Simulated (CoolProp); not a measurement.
Values from CoolProp's reference Helmholtz-energy equation of state, Lemmon 2006. It is a short technical equation, of lower accuracy than the large ones.

Question: Give the vapour pressure (kPa), vapour density (kg/m³), liquid cp (kJ/(kg K)) of saturated CH3F (R41) at 254.4 K.

Answer: 
```
T (K)  p (kPa)  vapour density (kg/m³)  liquid cp (kJ/(kg K))
-----  -------  ----------------------  ---------------------
254.4     1180                    23.7                   2.36
```
